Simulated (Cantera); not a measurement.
What does this Cantera script print?

```python
import numpy as np
import cantera as ct

gas = ct.Solution("gri30.yaml")
gas.TPX = 450, 140000, {'CH4': 1, 'C2H6': 1, 'C3H8': 0.31, 'O2': 11.6, 'N2': 43.5}
inlet = ct.Reservoir(gas, clone=True)
gas.equilibrate("HP")  # start burning
reactor = ct.IdealGasConstPressureReactor(gas, energy="on", clone=False)
exhaust = ct.Reservoir(gas, clone=True)
tau = [0.29, 0.093, 0.03, 0.0096, 0.0031, 0.00099, 0.00032, 0.0001, 3.3e-05, 1e-05, 3.4e-06][0]
for a, b in ((inlet, reactor), (reactor, exhaust)):
    ct.MassFlowController(a, b, mdot=lambda t: reactor.mass / tau)
net = ct.ReactorNet([reactor])
show = ['CH4', 'C2H6', 'C3H8', 'CO', 'OH']

rows = []
print(f"{'tau/s':>10s}{'T/K':>9s}" + "".join(f"{s:>11s}" for s in show))
for tau in [0.29, 0.093, 0.03, 0.0096, 0.0031, 0.00099, 0.00032, 0.0001, 3.3e-05, 1e-05, 3.4e-06]:
    net.initial_time = 0.0
    net.advance(30 * tau)
    before = gas.X
    net.advance(40 * tau)
    drift = np.max(np.abs(gas.X - before) / (gas.X + 1e-9))
    rows.append([gas.T, *gas[show].X, drift])
    print(f"{tau:10.3e}{gas.T:9.1f}" + "".join(f"{x:11.3e}" for x in gas[show].X))
```

It prints:

```
     tau/s      T/K        CH4       C2H6       C3H8         CO         OH
 2.900e-01   1820.6  1.172e-06  2.217e-07  6.338e-08  1.813e-04  8.687e-04
 9.300e-02   1817.2  2.497e-06  5.304e-07  1.586e-07  3.614e-04  1.163e-03
 3.000e-02   1810.6  5.112e-06  1.187e-06  3.667e-07  7.431e-04  1.604e-03
 9.600e-03   1798.3  1.058e-05  2.587e-06  8.086e-07  1.534e-03  2.199e-03
 3.100e-03   1775.9  2.252e-05  5.615e-06  1.734e-06  3.099e-03  2.893e-03
 9.900e-04   1735.8  5.241e-05  1.295e-05  3.885e-06  6.219e-03  3.540e-03
 3.200e-04   1664.6  1.477e-04  3.519e-05  1.021e-05  1.270e-02  3.726e-03
 1.000e-04    450.0  1.742e-02  1.742e-02  5.400e-03 -3.995e-15 -4.004e-29
 3.300e-05    450.0  1.742e-02  1.742e-02  5.400e-03  1.549e-18  2.530e-33
 1.000e-05    450.0  1.742e-02  1.742e-02  5.400e-03  8.590e-20  5.333e-34
 3.400e-06    450.0  1.742e-02  1.742e-02  5.400e-03  5.426e-21  7.566e-35
```

Detailed kinetics in Cantera: GRI-Mech 3.0 (53 species, 325 reactions).
